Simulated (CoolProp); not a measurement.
Computed with CoolProp (reference Helmholtz-energy equation of state, Schmidt 1985).

Problem. For oxygen, give the phase and the cp (kJ/(kg K)), expansivity (1/kK), Prandtl number at 179.2 K and 61.3 bar; 197.1 K and 61.3 bar.

Solution. 
- 179.2 K and 61.3 bar: supercritical; cp 1.85, expansivity 16.9, Prandtl number 1.20
- 197.1 K and 61.3 bar: supercritical; cp 1.39, expansivity 10.3, Prandtl number 0.971

Viscosity comes from a separate model (Lemmon 2004). Thermal conductivity comes from a separate model (Lemmon 2004).
